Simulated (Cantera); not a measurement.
**Thermodynamics of boron, boron nitride and boron oxide, feed BCl3 + H2O**

Feed: 1 mol BCl3, 16 mol H2O, held at 13300 Pa.

These are equilibrium values from Cantera (NASA tables, ideal gas, pure condensed phases), not measurements of a reactor. Candidate condensed phases: B, B2O3, B3O3H3, H2O; 33 gas species. The tables' values for BOCl are old estimates; treat these amounts as uncertain. Gases not in the tables: H3BO3. Kinetics and transport are ignored.

```csv
T (K),log p H2O,log p HCl,log p HBO2,log p H2,log p Cl,log p OH,n B2O3(l)
1298,-0.96,-1.64,-3.00,-5.13,-5.12,-6.26,0.376
1398,-0.97,-1.65,-2.52,-4.68,-4.72,-5.66,0.258
1498,-0.98,-1.65,-2.15,-4.28,-4.37,-5.16,0
1598,-0.98,-1.66,-2.14,-3.93,-4.07,-4.70,0
1698,-0.99,-1.66,-2.14,-3.61,-3.80,-4.31,0
1798,-0.99,-1.66,-2.14,-3.33,-3.56,-3.96,0
1898,-0.99,-1.66,-2.14,-3.08,-3.35,-3.64,0
1998,-0.99,-1.67,-2.14,-2.85,-3.17,-3.36,0
```
log p: log10 of the partial pressure in bar; n: condensed amount in mol.

From 1298 K to 1398 K the condensed part is B2O3(l). From 1498 K to 1998 K nothing is condensed.
